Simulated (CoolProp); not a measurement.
Vapour-liquid equilibrium of CHF3 (R23) (1) + R22 (2) at 0.648 MPa; x and y are mole fractions of (1).

Computed with CoolProp (multi-fluid Helmholtz-energy mixture model, Penoncello 2003 and Kamei 1995; pair parameters Bell 2016).

```
x      bubble temperature, mixture model (°C)  bubble temperature, Raoult's law (°C)  y, mixture model  y, Raoult's law
-----  --------------------------------------  -------------------------------------  ----------------  ---------------
0.05                                      2.3                                    2.6             0.192            0.206
0.125                                    -5.5                                   -4.6             0.405            0.424
0.2                                     -11.9                                  -10.6             0.552            0.572
0.275                                   -17.2                                  -15.7             0.656            0.677
0.35                                    -21.6                                  -20.0             0.732            0.754
0.425                                   -25.3                                  -23.8             0.788            0.812
0.5                                     -28.4                                  -27.1             0.832            0.857
0.575                                   -31.1                                  -30.0             0.867            0.893
0.65                                    -33.5                                  -32.7             0.897            0.921
0.725                                   -35.6                                  -35.1             0.922            0.944
0.8                                     -37.6                                  -37.3             0.945            0.963
0.875                                   -39.4                                  -39.3             0.966            0.979
0.95                                    -41.2                                  -41.2             0.986            0.992
```

The largest gap from Raoult's law is -1.6 K in bubble temperature, at x = 0.35. No azeotrope shows between x = 0.05 and 0.95.

Pair parameters are fitted to limited data, so mixtures are less certain than the pure fluids.
